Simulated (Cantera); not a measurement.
Mixture: 7.24 % CH₄, 0.275 % CO, 12.2 % O₂, 80.3 % N₂, equivalence ratio 1.2, at 3800000 Pa, adiabatic and at constant volume. Ignition delay is the time to a rise of 400 K.

Computed with Cantera and GRI-Mech 3.0 (53 species, 325 reactions). The pressure lies above the range GRI-Mech 3.0 was tuned for (to about 10 atm).

### Question
Predict: delay at 1275 K; delay at 1375 K; delay at 1475 K; delay at 1575 K; delay at 1675 K; delay at 1775 K; apparent activation energy between 1575 and 1775 K.

### Answer
- delay at 1275 K = 0.817 ms
- delay at 1375 K = 0.297 ms
- delay at 1475 K = 0.118 ms
- delay at 1575 K = 49.8 µs
- delay at 1675 K = 22.0 µs
- delay at 1775 K = 10.2 µs
- apparent activation energy between 1575 and 1775 K = 180 kJ/mol
